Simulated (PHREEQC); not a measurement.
Consider water at 45 °C with 0.016 mol/kgw HF, 6.8e-05 mol/kgw (CH3)4NF and 0.00036 mol/kgw H4SiO4. Closed to the air; pH follows from the charge balance.

The numbers come from PHREEQC with the ion-association model, phreeqc.dat.

Problem. The ionic strength comes out as 0.00329 mol/kgw. What activity coefficients do H+, F-, SiF6-2, HF2- get?

Solution. H+ 0.94, F- 0.94, SiF6-2 0.77, HF2- 0.94.

Precipitation was switched off in this run. (CH3)4N+ isn't in the database: it is added as a free cation with an ion size of 4 Å. Constants without temperature data keep their 25 °C values here. SiF6-2 is the database's only silicon fluoride.
